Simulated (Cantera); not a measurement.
Cantera run, input and output.

```python
import numpy as np
import cantera as ct

gas = ct.Solution("gri30.yaml")
gas.TPX = 900, 2666, {'H2': 0.49, 'O2': 1, 'N2': 0.61, 'H2O': 0.16}
reactor = ct.IdealGasConstPressureReactor(gas, energy="off", clone=False)
net = ct.ReactorNet([reactor])
net.rtol, net.atol = 1e-08, 1e-18
show = ['H2', 'O2', 'H2O', 'OH', 'H']
times = np.geomspace(0.0002, 90, 10)

steps = ct.SolutionArray(gas, extra=["t"])
rows = []
print(f"{'t/s':>10s}{'T/K':>9s}{'P/Pa':>11s}" + "".join(f"{s:>11s}" for s in show))
for t in times:
    while net.time < t:
        t_next = net.step()
        steps.append(gas.state, t=t_next)
    rows.append([np.interp(t, steps.t, y) for y in (steps.T, steps.P, *steps(*show).X.T)])
    print(f"{t:10.3e}{rows[-1][0]:9.1f}{rows[-1][1]:11.4g}" + "".join(f"{x:11.3e}" for x in rows[-1][2:]))
rate = np.gradient(steps.T, steps.t)
print("integrator steps:", len(steps.t))
if steps.T.max() > steps.T[0] + 200:
    print(f"time of steepest temperature rise: {steps.t[rate.argmax()]:.4e} s")
gas.TPX = 900, 2666, {'H2': 0.49, 'O2': 1, 'N2': 0.61, 'H2O': 0.16}
gas.equilibrate("TP")
print(f"equilibrium (TP): T = {gas.T:.1f} K  " + "  ".join(f"{s} {gas[s].X[0]:.3e}" for s in show))
```

Result:

```
       t/s      T/K       P/Pa         H2         O2        H2O         OH          H
 2.000e-04    900.0       2666  2.168e-01  4.425e-01  7.080e-02  1.212e-12  2.001e-11
 8.495e-04    900.0       2666  2.168e-01  4.425e-01  7.080e-02  2.610e-11  3.617e-10
 3.608e-03    900.0       2666  2.168e-01  4.425e-01  7.081e-02  6.370e-07  8.661e-06
 1.533e-02    900.0       2666  3.676e-03  3.754e-01  3.178e-01  3.602e-04  2.873e-04
 6.510e-02    900.0       2666  5.584e-04  3.748e-01  3.219e-01  6.285e-05  5.603e-06
 2.765e-01    900.0       2666  5.608e-05  3.747e-01  3.225e-01  2.189e-05  1.900e-07
 1.174e+00    900.0       2666  2.216e-06  3.747e-01  3.226e-01  6.978e-06  3.134e-09
 4.989e+00    900.0       2666  3.993e-08  3.747e-01  3.226e-01  2.319e-06  7.064e-11
 2.119e+01    900.0       2666  1.800e-09  3.747e-01  3.226e-01  9.487e-07  4.489e-12
 9.000e+01    900.0       2666  3.218e-10  3.747e-01  3.226e-01  4.289e-07  4.160e-13
integrator steps: 1790
equilibrium (TP): T = 900.0 K  H2 1.039e-11  O2 3.747e-01  H2O 3.226e-01  OH 6.760e-08  H 2.323e-15
```

Detailed kinetics in Cantera: GRI-Mech 3.0 (53 species, 325 reactions). Radical loss at walls, strong at low pressure, is not modelled. Below about 950 K walls govern HO2 and H2O2 in real vessels. The temperature is held fixed by assumption; the heat of reaction is taken as removed at once.
